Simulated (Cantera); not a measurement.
Feed: 1 mol CH2F2, a varied amount of H2, equilibrated at 2623.15 K and 13.3 mbar.

Cantera equilibrium calculation (NASA polynomials, part measured and part estimated; ideal gas, pure solids and liquids). Candidate condensed phases: C, C6H6, C7H8, C8H18; 95 gas species. The numbers say what is thermodynamically allowed, not how fast it happens.

Problem. What share of the C ends up in condensed phases as a function of n(H2) (mol), at 0.37, 1.1, 1.8, 2.6, 3.3, 4.1, 4.8, 5.5, 6.3, 7, 7.8, 8.5, 9.2?

Solution. 
| n(H2) (mol) | C condensed (%) | as |
|---|---|---|
| 0.37 | 98.8 | C(graphite) |
| 1.1 | 96.7 | C(graphite) |
| 1.8 | 94.5 | C(graphite) |
| 2.6 | 92.0 | C(graphite) |
| 3.3 | 89.9 | C(graphite) |
| 4.1 | 87.4 | C(graphite) |
| 4.8 | 85.2 | C(graphite) |
| 5.5 | 83.0 | C(graphite) |
| 6.3 | 80.5 | C(graphite) |
| 7 | 78.3 | C(graphite) |
| 7.8 | 75.9 | C(graphite) |
| 8.5 | 73.7 | C(graphite) |
| 9.2 | 71.5 | C(graphite) |
